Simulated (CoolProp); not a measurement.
Vapour-liquid equilibrium of cyclopentane (1) + octamethylcyclotetrasiloxane (D4) (2) at 162.35 °C; x and y are mole fractions of (1).

Values from CoolProp's multi-fluid Helmholtz-energy mixture model, Gedanitz 2015 and Thol 2015; pair parameters Bell 2016.

```json
[
 {"x": "0.05", "bubble pressure (bar)": "1.077", "y at the bubble point": "0.354", "dew pressure at overall composition x (bar)": "0.7477", "liquid density (mol/L)": "2.749"},
 {"x": "0.125", "bubble pressure (bar)": "1.673", "y at the bubble point": "0.603", "dew pressure at overall composition x (bar)": "0.8091", "liquid density (mol/L)": "2.923"},
 {"x": "0.2", "bubble pressure (bar)": "2.329", "y at the bubble point": "0.731", "dew pressure at overall composition x (bar)": "0.8811", "liquid density (mol/L)": "3.116"},
 {"x": "0.275", "bubble pressure (bar)": "3.052", "y at the bubble point": "0.808", "dew pressure at overall composition x (bar)": "0.9668", "liquid density (mol/L)": "(withheld)"},
 {"x": "0.35", "bubble pressure (bar)": "3.849", "y at the bubble point": "0.859", "dew pressure at overall composition x (bar)": "1.071", "liquid density (mol/L)": "3.572"},
 {"x": "0.425", "bubble pressure (bar)": "4.727", "y at the bubble point": "0.895", "dew pressure at overall composition x (bar)": "1.199", "liquid density (mol/L)": "3.844"},
 {"x": "0.5", "bubble pressure (bar)": "5.693", "y at the bubble point": "(withheld)", "dew pressure at overall composition x (bar)": "1.361", "liquid density (mol/L)": "4.154"},
 {"x": "0.575", "bubble pressure (bar)": "6.754", "y at the bubble point": "0.943", "dew pressure at overall composition x (bar)": "1.574", "liquid density (mol/L)": "4.509"},
 {"x": "0.65", "bubble pressure (bar)": "7.919", "y at the bubble point": "0.959", "dew pressure at overall composition x (bar)": "1.866", "liquid density (mol/L)": "4.920"},
 {"x": "0.725", "bubble pressure (bar)": "9.192", "y at the bubble point": "0.972", "dew pressure at overall composition x (bar)": "2.288", "liquid density (mol/L)": "5.402"},
 {"x": "0.8", "bubble pressure (bar)": "10.57", "y at the bubble point": "0.982", "dew pressure at overall composition x (bar)": "2.960", "liquid density (mol/L)": "(withheld)"},
 {"x": "0.875", "bubble pressure (bar)": "12.05", "y at the bubble point": "0.990", "dew pressure at overall composition x (bar)": "4.193", "liquid density (mol/L)": "6.665"},
 {"x": "0.95", "bubble pressure (bar)": "13.58", "y at the bubble point": "0.997", "dew pressure at overall composition x (bar)": "7.239", "liquid density (mol/L)": "7.514"}
]
```

Q: What belongs in the gaps?

A: 
- 0.275, liquid density (mol/L): 3.331
- 0.5, y at the bubble point: 0.922
- 0.8, liquid density (mol/L): 5.975

No azeotrope shows between x = 0.05 and 0.95.

The pair parameters rest on a limited set of measurements; away from them the model extrapolates.
